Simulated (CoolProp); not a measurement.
Vapour-liquid equilibrium of p-xylene (1) + n-decane (2) at 132.25 °C; x and y are mole fractions of (1).

The numbers come from the multi-fluid Helmholtz-energy mixture model, Zhou 2012 and Lemmon 2006; pair parameters Bell 2016 in CoolProp.

**Question.** Give the bubble pressure and the first vapour's composition at x = 0.2, 0.5, 0.65. Is there an azeotrope?

**Answer.** x = 0.2: 0.04257 MPa, y = 0.419; x = 0.5: 0.05933 MPa, y = 0.730; x = 0.65: 0.06735 MPa, y = 0.830. No azeotrope shows between x = 0.05 and 0.95.

The pair parameters rest on a limited set of measurements; away from them the model extrapolates.
